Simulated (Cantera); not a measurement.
Input: 1 mol SiO₂, 2.4 mol C, 1.3 mol N₂, 0.92 mol CO, at 1473 K and 10.0 mbar.

These are equilibrium values from Cantera (NASA tables, ideal gas, pure condensed phases), not measurements of a reactor. Candidate condensed phases: C, Si, SiC, SiO₂, Si₂N₂O, Si₃N₄; 34 gas species. N₂ is the only nitrogen source here; it is nearly inert below about 1500 K, so the nitride shown seldom forms there in practice. The numbers say what is thermodynamically allowed, not how fast it happens.

Base state: CO 0.751, N₂ 0.249, SiO 0.000314 (mole fractions); condensed: C(graphite) + Si₂N₂O(s).

**Question.** What changes in the equilibrium state with this change: 1.2 mol H₂O added?

**Answer.** 
| species | before | after |
|---|---|---|
| CO | 0.751 | 0.612 |
| H₂ | 0 | 0.221 |
| N₂ | 0.249 | 0.166 |
| SiO | 0.000314 | 0.000899 |
| H | 0 | 5.95e-5 |
| HCN | 0 | 2.48e-5 |
| H₂O | 0 | 1.90e-5 |
| CO₂ | 4.78e-6 | 2.13e-5 |
| C(graphite), mol | 0.901 | 0 |
| Si₂N₂O(s), mol | 0.499 | 0.398 |
| SiO₂(β-quartz), mol | 0 | 0.198 |
Mutual solubility and eutectic melting of coexisting phases are not modelled. The tables hold silica as quartz up to 1696 K and as liquid above; real silica turns to tridymite and cristobalite and melts near 1996 K. Further candidate phases: C₆H₆, C₇H₈, C₈H₁₈, H₂O.
